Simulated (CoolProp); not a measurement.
Vapour-liquid equilibrium of cyclohexane (1) + n-heptane (2) at 0.586 MPa; x and y are mole fractions of (1).

Model: multi-fluid Helmholtz-energy mixture model, Zhou 2014 and Span 2003; pair parameters Bell 2016, in CoolProp.

### Question
Give the bubble temperature and the first vapour's composition at x = 0.5, 0.8, 0.95. Is there an azeotrope?

### Answer
x = 0.5: 434.6 K, y = 0.577; x = 0.8: 429.3 K, y = 0.845; x = 0.95: 426.8 K, y = 0.963. No azeotrope shows between x = 0.05 and 0.95.

The pair parameters rest on a limited set of measurements; away from them the model extrapolates.
